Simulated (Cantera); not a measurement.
Feed: 1 mol HF, 0.036 mol H₂O, 3.7 mol O₂, held at 101000 Pa.

These are equilibrium values from Cantera (NASA tables, ideal gas, pure condensed phases), not measurements of a reactor. Candidate condensed phases: H₂O; 22 gas species. Equilibrium is a limit: real reactors are often held back by kinetics, nucleation or transport. All values below are at 2323 K.

Base state: O₂ 0.775, HF 0.210, H₂O 0.00648, O 0.00496, OH 0.00280, F 0.000695, H 4.50e-5, H₂ 1.73e-5 (mole fractions); condensed: gas only.

### Question
What changes in the equilibrium state with this change: H₂O from 0.036 to 2.1 mol?

### Answer
```csv
species,before,after
O₂,0.775,0.534
H₂O,0.00648,0.297
HF,0.210,0.146
OH,0.00280,0.0173
H₂,1.73e-5,0.000954
F,0.000695,6.51e-5
H,4.50e-5,0.000334
HO₂,5.95e-6,3.05e-5
O,0.00496,0.00412
```
